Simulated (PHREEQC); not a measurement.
0.029 g of hydrous ferric oxide (600 m²/g; 0.2 weak and 0.005 strong sites per Fe, Dzombak-Morel constants, diffuse double layer) in 1 kg of water with 0.005 mol/kgw of an inert sodium salt and 1.3e-06 mol/kgw NaH2PO4 and 6.5e-07 mol/kgw Na2HAsO4, at 25 °C; the pH is set by adding NaOH or the inert anion's acid. Oxygen is held at 0.21 atm. The system is closed to CO2. No solid was allowed to form.

Base run: PHREEQC, ion-association model, wateq4f.dat. Each further column changes one thing. The table gives P sorbed (%).

| pH | base | no electrostatic term (-no_edl) | background salt from 0.005 to 0.0005 mol/kgw | oxide from 0.029 to 0.15 g/kgw |
|---|---|---|---|---|
| 4 | 100.0 | 62.3 | 100.0 | 100.0 |
| 4.38 | 100.0 | 62.9 | 100.0 | 100.0 |
| 5.12 | 100.0 | 65.5 | 100.0 | 100.0 |
| 5.5 | 100.0 | 69.0 | 100.0 | 100.0 |
| 5.88 | 100.0 | 74.7 | 100.0 | 100.0 |
| 6.62 | 99.9 | 87.3 | 99.9 | 100.0 |
| 7 | 99.8 | 90.8 | 99.8 | 100.0 |
| 7.38 | 99.2 | 92.2 | 99.3 | 99.9 |
| 8.12 | 87.0 | 91.3 | 88.8 | 98.0 |
| 8.5 | 58.8 | 89.5 | 61.8 | 90.7 |
| 8.88 | 23.5 | 85.8 | 25.0 | 65.5 |
| 9.62 | 1.5 | 65.4 | 1.5 | 7.8 |
| 10 | 0.3 | 46.5 | 0.3 | 1.8 |

H3PO4, which wateq4f.dat lacks, is added to it with the constant of phreeqc.dat.
